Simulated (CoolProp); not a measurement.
Benzene along the isobar 17.1 MPa: density (kg/m³) from the reference equation and from simpler models built on Tc = 288.9 °C, pc = 4.906 MPa, ω = 0.211; each cubic takes its own stable root.

Model: reference Helmholtz-energy equation of state, Thol 2012, in CoolProp.

```tsv
T (°C)	phase	reference	van der Waals	Redlich-Kwong	Soave-Redlich-Kwong	Peng-Robinson
60.85	liquid	851.7	537.9	773.4	786.0	883.3
87.45	liquid	825.3	526.7	751.0	764.8	860.0
113.95	liquid	798.6	515.1	727.6	742.0	834.8
140.45	liquid	771.3	503.1	702.8	717.4	807.3
166.95	liquid	743.2	490.7	(withheld)	690.9	777.3
193.55	liquid	(withheld)	477.8	649.2	662.1	744.3
220.05	liquid	683.5	(withheld)	620.3	631.0	(withheld)
246.55	liquid	(withheld)	450.6	590.0	597.5	669.3
273.05	liquid	616.9	436.1	(withheld)	561.4	626.7
299.55	supercritical	579.9	421.1	525.1	522.7	580.8
```

Question: Fill in the missing entries.

Answer: 
- 166.95, Redlich-Kwong: 676.7
- 193.55, reference: 714.0
- 220.05, van der Waals: 464.5
- 220.05, Peng-Robinson: 708.5
- 246.55, reference: 651.3
- 273.05, Redlich-Kwong: 558.2
